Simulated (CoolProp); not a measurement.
Vapour-liquid equilibrium of propane (1) + dimethyl ether (2) at 313.3 K; x and y are mole fractions of (1).

Computed with CoolProp (multi-fluid Helmholtz-energy mixture model, Lemmon 2009 and Wu 2011; pair parameters Bell 2016).

| x | bubble pressure, mixture model (MPa) | bubble pressure, Raoult's law (MPa) | y, mixture model | y, Raoult's law |
|---|---|---|---|---|
| 0.05 | 0.9521 | 0.9173 | 0.097 | 0.075 |
| 0.15 | 1.053 | 0.9654 | 0.249 | 0.214 |
| 0.25 | 1.136 | 1.013 | 0.365 | 0.339 |
| 0.35 | 1.204 | 1.062 | 0.461 | 0.453 |
| 0.45 | 1.259 | 1.110 | 0.544 | 0.557 |
| 0.55 | 1.303 | 1.158 | 0.621 | 0.653 |
| 0.65 | 1.338 | 1.206 | 0.697 | 0.741 |
| 0.75 | 1.363 | 1.254 | 0.774 | 0.822 |
| 0.85 | 1.377 | 1.302 | 0.856 | 0.897 |
| 0.95 | 1.379 | 1.350 | 0.949 | 0.967 |

The largest gap from Raoult's law is +13.4 % in bubble pressure, at x = 0.45. y crosses x between x = 0.85 and 0.95: the model has an azeotrope there.

The pair parameters rest on a limited set of measurements; away from them the model extrapolates.
